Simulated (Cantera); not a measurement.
# Stirred combustor or abatement burner

A perfectly stirred reactor is fed with CH4 : CO : O2 : N2 = 1 : 0.75 : 3.83 : 14.4 (molar parts), equivalence ratio 0.62, at 3750 Torr; it is adiabatic with a 398 K inlet, and is followed from long to short residence time, starting on the burning branch (τ in s: 0.21, 0.058, 0.017, 0.0047, 0.0013, 0.00037, 0.0001, 3e-05, 8.4e-06).

Detailed kinetics in Cantera: GRI-Mech 3.0 (53 species, 325 reactions).

```json
[
 {"τ (s)": "0.21", "T (K)": "1834", "x CH4": "2.30e-6", "x CO": "0.000115", "x O2": "0.0741", "x H": "1.31e-6", "x HO2": "1.15e-6"},
 {"τ (s)": "0.058", "T (K)": "1832", "x CH4": "6.48e-6", "x CO": "0.000256", "x O2": "0.0742", "x H": "2.73e-6", "x HO2": "1.63e-6"},
 {"τ (s)": "0.017", "T (K)": "1828", "x CH4": "1.55e-5", "x CO": "0.000588", "x O2": "0.0743", "x H": "7.27e-6", "x HO2": "2.87e-6"},
 {"τ (s)": "0.0047", "T (K)": "1819", "x CH4": "3.68e-5", "x CO": "0.00142", "x O2": "0.0746", "x H": "2.29e-5", "x HO2": "6.14e-6"},
 {"τ (s)": "0.0013", "T (K)": "1799", "x CH4": "8.84e-5", "x CO": "0.00343", "x O2": "0.0755", "x H": "7.33e-5", "x HO2": "1.40e-5"},
 {"τ (s)": "0.00037", "T (K)": "1753", "x CH4": "0.000229", "x CO": "0.00832", "x O2": "0.0781", "x H": "0.000208", "x HO2": "3.28e-5"},
 {"τ (s)": "0.00010", "T (K)": "398", "x CH4": "0.0501", "x CO": "0.0375", "x O2": "0.192", "x H": "<1e-12", "x HO2": "<1e-12"},
 {"τ (s)": "3.0e-5", "T (K)": "398", "x CH4": "0.0501", "x CO": "0.0375", "x O2": "0.192", "x H": "<1e-12", "x HO2": "<1e-12"},
 {"τ (s)": "8.4e-6", "T (K)": "398", "x CH4": "0.0501", "x CO": "0.0375", "x O2": "0.192", "x H": "<1e-12", "x HO2": "<1e-12"}
]
```
x: mole fraction; the columns are a selection and need not sum to one.
